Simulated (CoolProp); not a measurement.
A closed Brayton cycle with dry air: compressor inlet 311.15 K and 5.4 MPa, high pressure 11.1 MPa, turbine inlet 725 K, compressor efficiency 0.89, turbine efficiency 0.93, recuperator effectiveness 0.8 (on enthalpy, no pinch check). Each further row changes one setting.

The numbers come from the reference Helmholtz-energy equation of state, Lemmon 2000 in CoolProp. It is a pseudo-pure fit of the blend.

| case | thermal efficiency (%) | net work (kJ/kg) | compressor to turbine work | compressor exit (K) | turbine exit (K) |
|---|---|---|---|---|---|
| as stated | 27.2 | 49.2 | 0.62 | 392.2 | 605.5 |
| turbine inlet 675 K | (withheld) | 40.1 | 0.67 | 392.2 | (withheld) |
| compressor inlet 321.15 K | (withheld) | (withheld) | (withheld) | 404.7 | 605.5 |
| high pressure 9.43 MPa | (withheld) | 41.8 | (withheld) | (withheld) | 630.8 |
| recuperator effectiveness 0.5 | 19.8 | 49.2 | 0.62 | 392.2 | 605.5 |

Question: Complete the blanks.

Answer: 
- turbine inlet 675 K, thermal efficiency (%): 24.7
- turbine inlet 675 K, turbine exit (K): 562.5
- compressor inlet 321.15 K, thermal efficiency (%): 26.1
- compressor inlet 321.15 K, net work (kJ/kg): 46.4
- compressor inlet 321.15 K, compressor to turbine work: 0.64
- high pressure 9.43 MPa, thermal efficiency (%): 25.8
- high pressure 9.43 MPa, compressor to turbine work: 0.59
- high pressure 9.43 MPa, compressor exit (K): 372.4
